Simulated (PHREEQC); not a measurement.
**Nickel, zinc or cadmium bath: an equilibrium model**

Consider water at 25 °C with 0.002 mol NiCl2 and 0.0093 mol KCl per kg of water. Closed to the air; pH follows from the charge balance.

The numbers come from PHREEQC with the ion-association model, wateq4f.dat.

No solid was allowed to form.

Task: What pH does the model give?

Result: pH 6.37.

Task: In which forms is Ni present?

Result: Ni+2 98 %, NiCl+ 2.0 % of the Ni.

Complexes and solids missing from the database can't appear.
